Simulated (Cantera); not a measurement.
A closed system holds: 1 mol Al, 11 mol N₂O, 19 mol N₂, equilibrated at 1.33 mbar.

Method: chemical equilibrium by Gibbs-energy minimisation in Cantera with the NASA 1993 tables (ideal gas, pure condensed phases). Candidate condensed phases: Al, AlN, Al₂O₃; 16 gas species. Kinetics and transport are ignored.

x: gas mole fraction; n: condensed amount in mol.

| T (°C) | x N₂ | x O₂ | x NO | x O | x NO₂ | n Al₂O₃(s) |
|---|---|---|---|---|---|---|
| 350 | 0.863 | 0.137 | 3.42e-8 | <1e-12 | 3.74e-9 | 0.500 |
| 450 | 0.863 | 0.137 | 3.92e-7 | <1e-12 | 9.07e-9 | 0.500 |
| 550 | 0.863 | 0.137 | [?] | [?] | [?] | 0.500 |
| 650 | 0.863 | 0.137 | 1.06e-5 | 1.26e-10 | 3.00e-8 | 0.500 |
| 750 | 0.863 | 0.137 | 3.38e-5 | 3.15e-9 | 4.60e-8 | 0.500 |
| 850 | 0.863 | 0.137 | 8.81e-5 | 4.45e-8 | 6.54e-8 | 0.500 |
| 950 | 0.863 | 0.137 | 0.000196 | 4.09e-7 | 8.79e-8 | 0.500 |
| 1050 | 0.863 | 0.136 | 0.000387 | 2.69e-6 | 1.13e-7 | 0.500 |
| 1150 | 0.863 | 0.136 | [?] | [?] | [?] | 0.500 |
| 1250 | 0.863 | 0.136 | 0.00115 | 5.57e-5 | 1.70e-7 | 0.500 |
| 1350 | 0.862 | 0.136 | 0.00179 | 0.000192 | 2.00e-7 | 0.500 |
| 1450 | 0.862 | 0.135 | 0.00265 | 0.000572 | 2.32e-7 | 0.500 |
| 1550 | 0.861 | 0.134 | 0.00375 | 0.00151 | 2.63e-7 | 0.500 |

Q: Some entries are withheld; supply them.

A: 
- 550, x NO: 2.48e-6
- 550, x O: 2.33e-12
- 550, x NO₂: 1.77e-8
- 1150, x NO: 0.000694
- 1150, x O: 1.36e-5
- 1150, x NO₂: 1.41e-7
